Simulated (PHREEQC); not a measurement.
Dissolve 0.0016 mol NaHS, 0.00079 mol HCl and 0.00012 mol FeCl2 per kg of water at 25 °C. Closed to the air; pH follows from the charge balance.

The numbers come from PHREEQC with the ion-association model, phreeqc.dat.

Each row changes one thing in this solution. No solid was allowed to form.

| case | pH | Fe+2 (mol/kgw) | FeOH+ (mol/kgw) | FeCl+ (mol/kgw) |
|---|---|---|---|---|
| as made | 6.78 | 5.17e-7 | 8.56e-10 | 6.17e-10 |
| temperature from 25 to 40 °C | 6.61 | 5.21e-7 | 1.69e-9 | (withheld) |
| NaHS left out | 3.12 | 0.000120 | 4.45e-11 | (withheld) |
| 0.00041 mol/kgw H2S added | 6.59 | 5.17e-7 | 5.64e-10 | 6.17e-10 |
| temperature from 25 to 15 °C | 6.92 | 5.15e-7 | 5.49e-10 | 6.16e-10 |
| FeCl2 from 0.00012 to 0.000108 mol/kgw | 6.79 | 4.27e-7 | 7.37e-10 | 4.98e-10 |
| HCl from 0.00079 to 0.000711 mol/kgw | 6.88 | 3.96e-7 | 8.30e-10 | 4.37e-10 |

Problem. Fill in the missing entries.

Solution. 
- temperature from 25 to 40 °C, FeCl+ (mol/kgw): 6.19e-10
- NaHS left out, FeCl+ (mol/kgw): 1.47e-7

Some of these states are supersaturated (in Mackinawite, FeS(ppt), for instance). At this temperature some constants are extrapolated from 25 °C, and those without enthalpy data are left unchanged.
